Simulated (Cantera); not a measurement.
**Equilibrium for abatement and gas-phase synthesis: HBr + O₂**

Feed: 1 mol HBr, 0.079 mol O₂, equilibrated at 19.0 bar.

Cantera equilibrium calculation (NASA polynomials, part measured and part estimated; ideal gas, pure solids and liquids). Candidate condensed phases: Br₂, H₂O; 25 gas species. Ions and electrons are included (thermal ionisation). Kinetics and transport are ignored.

| T (K) | x Br | x HBr | x H | x H₂O | x H₂ | x O | x OH |
|---|---|---|---|---|---|---|---|
| 3000 | 0.364 | 0.428 | 0.00904 | 0.121 | 0.0623 | 0.000517 | 0.00582 |
| 3250 | 0.413 | 0.351 | 0.0218 | 0.109 | 0.0873 | 0.00160 | 0.0107 |
| 3500 | 0.452 | 0.278 | 0.0443 | 0.0919 | 0.107 | 0.00423 | 0.0175 |
| 3750 | 0.478 | 0.214 | 0.0791 | 0.0713 | 0.118 | 0.00952 | 0.0249 |
| 4000 | 0.492 | 0.159 | 0.127 | 0.0493 | 0.120 | 0.0181 | 0.0304 |
| 4250 | 0.495 | 0.116 | 0.184 | 0.0299 | 0.111 | 0.0292 | 0.0318 |
| 4500 | 0.491 | 0.0817 | 0.244 | 0.0160 | 0.0943 | 0.0408 | 0.0289 |
| 4750 | 0.485 | 0.0568 | 0.299 | 0.00765 | 0.0742 | 0.0510 | 0.0233 |
| 5000 | 0.479 | 0.0391 | 0.346 | 0.00341 | 0.0549 | 0.0586 | 0.0173 |
x: gas mole fraction; nothing condenses.

From 3000 K to 5000 K nothing is condensed.
